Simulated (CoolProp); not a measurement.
2000 sccm (0 °C, 1 atm) of nitrogen bubbles through liquid water at 328.2 K and leaves saturated at a total pressure of 0.0653 MPa (ideal gas phase). Each further row changes one setting.

Values from CoolProp's reference Helmholtz-energy equation of state, Wagner 2002.

| case | vapour pressure (kPa) | mole fraction of vapour | delivery (mg/min) | delivery (sccm) | change of delivery for a bath 1 K warmer (%) |
|---|---|---|---|---|---|
| as stated | 15.8 | 0.242 | 513 | 638 | 6.6 |
| bath temperature 333.2 K | 20.0 | 0.306 | 709 | 883 | 6.9 |
| total pressure 0.131 MPa | 15.8 | 0.121 | 220 | 274 | 5.6 |
